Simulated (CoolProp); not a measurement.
Saturation properties of normal hydrogen (Tc = 33.1 K, pc = 1.296 MPa, ω = -0.219).

Computed with CoolProp (reference Helmholtz-energy equation of state, Leachman 2009).

| T (K) | p (MPa) | enthalpy of vaporisation (kJ/kg) | surface tension (mN/m) |
|---|---|---|---|
| 23.9 | 0.2523 | 422.3 | 1.31 |
| 24.7 | 0.3011 | 413.1 | 1.18 |
| 25.6 | 0.3635 | 400.8 | 1.03 |
| 26.4 | 0.4262 | 388.2 | 0.896 |
| 27.3 | 0.5053 | 371.6 | 0.752 |
| 28.1 | 0.5838 | 354.5 | 0.627 |
| 29 | 0.6821 | 331.7 | 0.490 |
| 29.8 | 0.7787 | 307.6 | 0.374 |
| 30.7 | 0.8988 | 274.4 | 0.251 |
| 31.5 | 1.016 | 236.4 | 0.153 |
| 32.4 | 1.162 | 173.6 | 0.0657 |

It boils at 20.4 K under 1 atm.

Surface tension comes from a separate correlation (Mulero 2012).
